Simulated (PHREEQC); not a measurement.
Dissolve 0.16 mol CuSO4, 0.0081 mol HCl and 0.0023 mol Na2SO4 per kg of water at 85 °C. Closed to the air; pH follows from the charge balance.

Computed with PHREEQC (ion-association model, phreeqc.dat).

Each row changes one thing in this solution. No solid was allowed to form.

```tsv
case	pH	ionic strength (mol/kgw)	CuSO4 (mol/kgw)	Cu+2 (mol/kgw)	SO4-2 (mol/kgw)	HSO4- (mol/kgw)	SI of Halite (NaCl)
as made	3.15	0.313	0.0802	0.0767	0.0744	0.00721	-6.63
Na2SO4 replaced by NaBF4 at the same molality	3.09	0.311	…	0.0770	0.0726	0.00817	-6.93
Na2SO4 from 0.0023 to 0.00046 mol/kgw	3.15	0.309	0.0800	0.0770	0.0732	…	-7.33
CuSO4 from 0.16 to 0.24 mol/kgw	3.24	0.451	0.125	0.111	0.109	0.00742	-6.71
CuSO4 from 0.16 to 0.08 mol/kgw	…	0.171	0.0364	0.0414	0.0388	0.00680	-6.51
diluted 100-fold with water	4.26	0.00546	0.000258	0.00134	0.00134	2.63e-5	-10.13
diluted 2-fold with water	3.30	0.167	0.0377	0.0411	0.0398	0.00344	-7.11
temperature from 85 to 50 °C	2.83	0.314	0.0813	0.0775	0.0744	…	-6.45
```

### Question
Some entries are withheld; supply them.

### Answer

- Na2SO4 replaced by NaBF4 at the same molality, CuSO4 (mol/kgw): 0.0790
- Na2SO4 from 0.0023 to 0.00046 mol/kgw, HSO4- (mol/kgw): 0.00720
- CuSO4 from 0.16 to 0.08 mol/kgw, pH: 2.99
- temperature from 85 to 50 °C, HSO4- (mol/kgw): 0.00620

Constants without temperature data keep their 25 °C values here. Real BF4- forms and hydrolyses slowly; the run takes it at equilibrium.
